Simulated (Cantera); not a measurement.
Input (Python, Cantera) and output of one run.

```python
import numpy as np
import cantera as ct

gas_names = """
    B BH BH2 BH3 BN BO BO2 B2 B2O B2O2 B2O3 B3O3H3 H HBO HBO2 HNO HNO2 HNO3 HO2 H2 H2O H2O2 H3B3O6 N NH
    NH2 NH3 NH2OH NO NO2 NO3 N2 N2H2 N2H4 N2O O OH O2 O3
""".split()
cond_names = """
    B(b) B(L) BN(s) B2O3(L) B3O3H3(cr) H2O(s) H2O(L)
""".split()


# ... load() reads the species with a 1 bar reference pressure and builds the phases ...
atoms = {
    'B2H6': {'B': 2, 'H': 6},
    'N2': {'N': 2},
    'H2': {'H': 2},
    'O2': {'O': 2},
}
top_T = {'BN(s)': 3200}  # K; cautious upper limits of use, not melting points


# ... equilibrate(T, P, feed) seeds the gas with the atoms and calls Mixture.equilibrate('TP', solver="vcs", rtol=1e-11, max_steps=5000) ...
results = []
feed = {'B2H6': 1, 'N2': 4.4, 'H2': 5.9, 'O2': 0.5}  # mol
P = 38  # Pa
for T in [1948, 1998, 2048, 2098, 2148, 2198, 2248, 2298, 2348, 2398]:
    mix = equilibrate(T, P, feed)
    results.append((T, P, feed, dict(zip(mix.species_names, mix.species_moles))))

top = {s: max(r[3][s] / sum(r[3][g] for g in gas_names) for r in results) for s in gas_names}
cols = sorted((s for s in top if top[s] > 0.0001), key=lambda s: -top[s])[:9]
seen = [c for c in cond_names if any(r[3].get(c, 0) > 1e-12 for r in results)]
print("log10 of partial pressures in bar; condensed amounts in mol")
print(f"{'T/K':>10s}" + "".join(f"{s[:9]:>10s}" for s in cols + seen))
for T, P, feed, n in results:
    ng = sum(n[g] for g in gas_names)
    print(f"{T:10.4g}" + "".join(f"{np.log10(max(n[s] / ng * P / 1e5, 1e-99)):10.3f}" for s in cols)
          + "".join(f"{n.get(c, 0):10.4g}" for c in seen))
```

Result:

```
log10 of partial pressures in bar; condensed amounts in mol
       T/K        H2         H        N2        BO         B       HBO      B2O2       B2O       BH2      B(b)     BN(s)
      1948    -3.638    -4.766    -3.970    -4.893    -7.414    -4.949    -5.789    -6.937    -7.254         0    0.9926
      1998    -3.664    -4.627    -3.942    -4.835    -6.890    -5.035    -5.969    -6.670    -6.999    0.8989   0.08412
      2048    -3.680    -4.490    -3.946    -4.785    -6.537    -5.117    -6.150    -6.566    -6.893    0.9728         0
      2098    -3.699    -4.362    -3.954    -4.749    -6.200    -5.209    -6.344    -6.478    -6.797    0.9548         0
      2148    -3.725    -4.243    -3.964    -4.725    -5.880    -5.311    -6.552    -6.407    -6.712    0.9214         0
      2198    -3.759    -4.134    -3.977    -4.712    -5.575    -5.423    -6.769    -6.348    -6.640    0.8581         0
      2248    -3.802    -4.035    -3.993    -4.709    -5.283    -5.544    -6.994    -6.301    -6.584    0.7372         0
      2298    -3.859    -3.948    -4.014    -4.716    -5.005    -5.677    -7.227    -6.266    -6.545    0.5061         0
      2348    -3.934    -3.875    -4.041    -4.732    -4.738    -5.824    -7.471    -6.243    -6.528   0.06318         0
      2398    -4.010    -3.807    -4.060    -4.737    -4.719    -5.957    -7.684    -6.447    -6.753         0         0
```

These are equilibrium values from Cantera (NASA tables, ideal gas, pure condensed phases), not measurements of a reactor. The feed counts by its element totals alone. Mutual solubility and eutectic melting of coexisting phases are not modelled. The tables' values for BH2 are old estimates; treat these amounts as uncertain.
